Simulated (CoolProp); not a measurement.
Aqueous magnesium chloride as a coolant, at -9 °C, 1 atm.

Model: Melinder's fits for secondary coolants, in CoolProp.

```
mass %  freezing point (°C)  density (kg/m³)  viscosity (mPa s)  conductivity (W/(m K))  Prandtl number
------  -------------------  ---------------  -----------------  ----------------------  --------------
11.5                  -10.5             1104               4.29                       ?            28.6
13.4                  -13.8             1122               4.69                   0.515            30.6
15.4                  -17.6             1140               5.06                   0.511            32.2
17.3                      ?             1158               5.46                   0.506               ?
19.2                      ?             1177               6.23                   0.501            38.1
21.1                  -32.2             1197               8.25                   0.495            49.7
23                        ?             1220                  ?                   0.486               ?
```

**Question.** Complete the blanks.

**Answer.** 
- 11.5, conductivity (W/(m K)): 0.520
- 17.3, freezing point (°C): -21.7
- 17.3, Prandtl number: 34.1
- 19.2, freezing point (°C): -26.4
- 23, freezing point (°C): -39.6
- 23, viscosity (mPa s): 14.8
- 23, Prandtl number: 88.1
